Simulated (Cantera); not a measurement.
An adiabatic, constant-pressure homogeneous reactor starts with C₃H₈ : O₂ : N₂ = 1 : 4.17 : 15.7 (molar parts), equivalence ratio 1.2, at 1300 K and 1.00 atm. Integrator tolerance rtol = 1e-08.

Computed with Cantera and GRI-Mech 3.0 (53 species, 325 reactions). GRI-Mech 3.0 was tuned for natural gas; its chemistry of propane as a main component is partial and can be far from experiment.

```
quantity                                                            before                                    after
---------------------------------  ---------------------------------------  ---------------------------------------
time of steepest temperature rise                                  1.00 ms                                 0.313 ms
temperature at 0.800 s                                              2712 K                                   2849 K
equilibrium temperature                                             2712 K                                   2849 K
x(C₃H₈) at 0.800 s                   <1e-12 (gas-phase equilibrium <1e-12)    <1e-12 (gas-phase equilibrium <1e-12)
x(O₂) at 0.800 s                   0.00703 (gas-phase equilibrium 0.00703)  0.00341 (gas-phase equilibrium 0.00341)
x(C₂H₆) at 0.800 s                   <1e-12 (gas-phase equilibrium <1e-12)    <1e-12 (gas-phase equilibrium <1e-12)
x(O) at 0.800 s                    0.00318 (gas-phase equilibrium 0.00318)  0.00124 (gas-phase equilibrium 0.00124)
x(NO) at 0.800 s                   0.00550 (gas-phase equilibrium 0.00550)  0.00467 (gas-phase equilibrium 0.00467)
x(NO₂) at 0.800 s                  7.33e-7 (gas-phase equilibrium 7.33e-7)  1.20e-6 (gas-phase equilibrium 1.20e-6)
```

What was changed between the two runs?
(A) pressure from 1.00 atm to 9.57 atm
(B) pressure from 1.00 atm to 3.85 atm
(C) pressure from 1.00 atm to 14.8 atm
(D) initial temperature 1300 to 1075 K

A, pressure from 1.00 atm to 9.57 atm
